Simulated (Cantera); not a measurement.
A closed system holds: 1 mol CCl4, 0.035 mol Si, 0.13 mol H2, at 1.80 Pa.

Equilibrium computed with Cantera from the NASA thermochemical tables; the gas is ideal and each condensed phase is pure. Candidate condensed phases: C, C6H6, C7H8, C8H18, Si, SiC; 109 gas species. Equilibrium is a limit: real reactors are often held back by kinetics, nucleation or transport.

Q: Which condensed phases are stable at each of these points (T (K)): 673, 873, 1073, 1273, 1473, 1673, 1873, 2073, 2273, 2473, 2673, 2873, 3073?

A: 
```json
[
 {"T (K)": "673", "condensed phases": "C(graphite)", "Si condensed (%)": "0.0"},
 {"T (K)": "873", "condensed phases": "C(graphite)", "Si condensed (%)": "0.0"},
 {"T (K)": "1073", "condensed phases": "C(graphite)", "Si condensed (%)": "0.0"},
 {"T (K)": "1273", "condensed phases": "C(graphite)", "Si condensed (%)": "0.0"},
 {"T (K)": "1473", "condensed phases": "C(graphite)", "Si condensed (%)": "0.0"},
 {"T (K)": "1673", "condensed phases": "C(graphite)", "Si condensed (%)": "0.0"},
 {"T (K)": "1873", "condensed phases": "C(graphite)", "Si condensed (%)": "0.0"},
 {"T (K)": "2073", "condensed phases": "C(graphite)", "Si condensed (%)": "0.0"},
 {"T (K)": "2273", "condensed phases": "C(graphite)", "Si condensed (%)": "0.0"},
 {"T (K)": "2473", "condensed phases": "C(graphite)", "Si condensed (%)": "0.0"},
 {"T (K)": "2673", "condensed phases": "gas only", "Si condensed (%)": "0.0"},
 {"T (K)": "2873", "condensed phases": "gas only", "Si condensed (%)": "0.0"},
 {"T (K)": "3073", "condensed phases": "gas only", "Si condensed (%)": "0.0"}
]
```

From 673 K to 2473 K the condensed part is C(graphite). From 2673 K to 3073 K nothing is condensed.
